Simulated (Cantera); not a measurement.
An isothermal, constant-pressure homogeneous reactor starts with 64.5 % NH3, 35.5 % H2, at 1525 K and 82.5 Torr.

Cantera simulation using the gas-phase N/H chemistry of the illustrative SiF4/NH3 mechanism in the Surface Chemkin manual (1991); the numbers are that mechanism's predictions, not measurements. Walls and surfaces, which speed up NH3 decomposition in real reactors, are not modelled.

x: mole fraction; the columns are a selection and need not sum to one.

```
t (s)     x NH3   x H2    x NH2       x N    x N2H2
--------  -----  -----  -------  --------  --------
0.000800  0.645  0.355  1.05e-6    <1e-12  6.92e-11
0.00197   0.645  0.355  2.58e-6    <1e-12  5.89e-10
0.00487   0.645  0.355  6.36e-6  7.77e-12   4.19e-9
0.0120    0.645  0.355  1.56e-5  1.13e-10   2.73e-8
0.0296    0.645  0.355  3.56e-5   1.31e-9   1.52e-7
0.0730    0.645  0.355  5.41e-5   4.44e-9   3.66e-7
0.180     0.644  0.355  5.55e-5   4.79e-9   3.86e-7
0.444     0.643  0.357  5.54e-5   4.79e-9   3.84e-7
1.10      0.639  0.359  5.52e-5   4.80e-9   3.80e-7
2.70      0.629  0.366  5.46e-5   4.81e-9   3.70e-7
6.66      0.606  0.382  5.32e-5   4.82e-9   3.47e-7
16.4          ?      ?  5.01e-5   4.85e-9         ?
40.5      0.458  0.485  4.37e-5   4.83e-9   2.14e-7
100       0.309  0.589  3.27e-5   4.58e-9   1.12e-7
```

**Question.** Complete the blanks.

**Answer.** 
- 16.4, x NH3: 0.556
- 16.4, x H2: 0.417
- 16.4, x N2H2: 2.98e-7
